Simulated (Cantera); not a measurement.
A closed system holds: 1 mol Ca(OH)2, 0.049 mol C, 0.27 mol H2, equilibrated at 550 °C and 1.05 Torr.

Equilibrium computed with Cantera from the NASA thermochemical tables; the gas is ideal and each condensed phase is pure. Candidate condensed phases: C, C6H6, C7H8, C8H18, Ca, CaCO3, CaO, Ca(OH)2, H2O; 115 gas species. The numbers say what is thermodynamically allowed, not how fast it happens.

Base state: H2O 0.688, H2 0.275, CO2 0.0334, CO 0.00370 (mole fractions); condensed: CaO(s).

Question: What changes in the equilibrium state with this change: C from 0.049 to 0.27 mol?

Answer: 
```
species       before   after
-----------  -------  ------
H2             0.275   0.478
H2O            0.688   0.347
CO2           0.0334   0.127
CO           0.00370  0.0483
CaO(s), mol     1.00    1.00
```

Question: What changes in the equilibrium state with this change: temperature from 550 °C to 1627 °C?

Answer: 
```tsv
species	before	after
H2O	0.688	0.699
H2	0.275	0.251
CO	0.00370	0.0222
CO2	0.0334	0.0147
H	<1e-9	0.0106
Ca(OH)2	<1e-9	3.14e-5
OH	<1e-9	0.00243
O2	<1e-9	9.39e-5
O	<1e-9	7.72e-5
CaO(s), mol	1.00	1.000
```

Question: What changes in the equilibrium state with this change: H2 from 0.27 to 0.12 mol?

Answer: 
| species | before | after |
|---|---|---|
| H2O | 0.688 | 0.774 |
| H2 | 0.275 | 0.184 |
| CO2 | 0.0334 | 0.0393 |
| CO | 0.00370 | 0.00258 |
| CaO(s), mol | 1.00 | 1.00 |
